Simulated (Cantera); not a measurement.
Input: 1 mol AlCl₃, 4.4 mol O₂, 41 mol N₂, 2.2 mol NH₃, held at 825 K and 10.0 Torr.

Method: chemical equilibrium by Gibbs-energy minimisation in Cantera with the NASA 1993 tables (ideal gas, pure condensed phases). Candidate condensed phases: Al, AlCl₃, AlN, Al₂O₃, H₂O, NH₄Cl; 45 gas species. Condensed phases not in the tables: AlOCl. Equilibrium is a limit: real reactors are often held back by kinetics, nucleation or transport.

Base state: N₂ 0.849, HCl 0.0544, O₂ 0.0539, H₂O 0.0394, Cl₂ 0.00306 (mole fractions); condensed: Al₂O₃(s).

### Question
What changes in the equilibrium state with this change: N₂ from 41 to 290 mol?

### Answer
| species | before | after |
|---|---|---|
| N₂ | 0.849 | 0.975 |
| HCl | 0.0544 | 0.00956 |
| O₂ | 0.0539 | 0.00909 |
| H₂O | 0.0394 | 0.00627 |
| Cl₂ | 0.00306 | 0.000244 |
| Al₂O₃(s), mol | 0.500 | 0.500 |
